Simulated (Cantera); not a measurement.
Feed: 1 mol ZrO2, 1.3 mol H2, 6.8 mol N2, equilibrated at 1500 Torr.

These are equilibrium values from Cantera (NASA tables, ideal gas, pure condensed phases), not measurements of a reactor. Candidate condensed phases: H2O, Zr, ZrN, ZrO2; 28 gas species. Mutual solubility and eutectic melting of coexisting phases are not modelled. ZrN: taken at fixed stoichiometry. Condensed phases not in the tables: solid solutions among these carbides, nitrides and lower oxides. The numbers say what is thermodynamically allowed, not how fast it happens.

### Question
At 1848 K, list the 4 most abundant gas species with their mole fractions, and the condensed phases.

### Answer
N2 0.839, H2 0.160, H 0.000150, H2O 2.70e-5. Condensed: ZrN(s) + ZrO2(tetragonal).
